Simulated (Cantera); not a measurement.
A closed system holds: 1 mol toluene, 0.81 mol NH3, at 1473.15 K and 7.50 Torr.

Equilibrium computed with Cantera from the NASA thermochemical tables; the gas is ideal and each condensed phase is pure. Candidate condensed phases: C, C6H6, C7H8, C8H18; 92 gas species. The numbers say what is thermodynamically allowed, not how fast it happens.

Base state: H2 0.928, N2 0.0719, HCN 0.000225, H 0.000122, CH4 2.52e-5 (mole fractions); condensed: C(graphite).

What changes in the equilibrium state with this change: 0.069 mol O2 added?


```tsv
species	before	after
H2	0.928	0.905
N2	0.0719	0.0702
CO	0	0.0240
CH4	2.52e-5	2.41e-5
HCN	0.000225	0.000220
H	0.000122	0.000121
C(graphite), mol	7.00	6.86
```
Further candidate phases: H2O.
